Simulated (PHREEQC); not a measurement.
HCl is added in steps, without added water, to 1 kg of water holding 0.0011 mol/kgw MgCl2 and 0.00051 mol/kgw Na2SO4, at 25 °C. CO2 is held at log p = -3.4 (atm). The run lets Bischofite, Bloedite, Brucite, Burkeite, Epsomite, Halite, Hexahydrite, Kieserite, Nesquehonite, Mirabilite, Nahcolite, Natron, Thenardite, Trona, MgCl2_4H2O precipitate or redissolve, and no other solid.

Base run: PHREEQC, Pitzer model, pitzer.dat. Each further column changes one thing. The table gives pH.

| HCl added (mol) | base | 8e-05 mol/kgw H2SO4 added | temperature from 25 to 75 °C | Na2SO4 left out | no solid may form |
|---|---|---|---|---|---|
| 0 | 5.61 | … | 5.80 | 5.60 | 5.61 |
| 0.0018 | 2.79 | … | 2.82 | 2.78 | 2.79 |
| 0.0033 | 2.53 | … | 2.56 | 2.52 | 2.53 |
| 0.0051 | 2.35 | 2.33 | 2.36 | 2.33 | 2.35 |
| 0.0069 | 2.22 | … | 2.23 | 2.20 | 2.22 |
| 0.0087 | 2.12 | 2.11 | 2.13 | 2.11 | 2.12 |
| 0.0102 | 2.05 | 2.04 | 2.06 | 2.04 | 2.05 |
| 0.012 | 1.98 | 1.98 | 1.99 | 1.97 | 1.98 |

### Question
Complete the blanks.

### Answer

- 0, 8e-05 mol/kgw H2SO4 added: 3.85
- 0.0018, 8e-05 mol/kgw H2SO4 added: 2.76
- 0.0033, 8e-05 mol/kgw H2SO4 added: 2.51
- 0.0069, 8e-05 mol/kgw H2SO4 added: 2.21

 Constants without temperature data keep their 25 °C values here. Solids allowed in the column 'Na2SO4 left out': Bischofite, Brucite, Nesquehonite, MgCl2_4H2O.
